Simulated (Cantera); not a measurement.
A closed system holds: 1 mol H2S, 0.26 mol H2, equilibrated at 8200000 Pa.

Equilibrium computed with Cantera from the NASA thermochemical tables; the gas is ideal and each condensed phase is pure. Candidate condensed phases: S; 7 gas species. The ideal-gas law is rough above about 30 bar. Gases not in the tables: S3 to S7. Kinetics and transport are ignored.

x: gas mole fraction; nothing condenses.

```
T (K)  x H2S   x H2        x S2        x SH         x H
-----  -----  -----  ----------  ----------  ----------
600    0.794  0.206    6.41e-12    2.33e-12      <1e-12
700    0.794  0.206    9.94e-10    2.49e-10      <1e-12
800    0.794  0.206     4.50e-8     8.36e-9      <1e-12
900    0.794  0.206  (withheld)  (withheld)  (withheld)
1000   0.794  0.206     9.78e-6     1.16e-6    1.14e-10
1100   0.793  0.206  (withheld)  (withheld)  (withheld)
1200   0.793  0.207    0.000359     3.15e-5     9.92e-9
1300   0.790  0.209     0.00141    0.000111     5.58e-8
1400   0.781  0.214     0.00435    0.000323     2.49e-7
1500   0.763  0.226      0.0106    0.000791     9.23e-7
1600   0.734  0.244      0.0207     0.00167     2.97e-6
```

Q: What belongs in the gaps?

A: 
- 1100, x S2: 6.99e-5
- 1100, x SH: 7.04e-6
- 1100, x H: 1.30e-9
- 900, x S2: 8.89e-7
- 900, x SH: 1.29e-7
- 900, x H: 5.86e-12
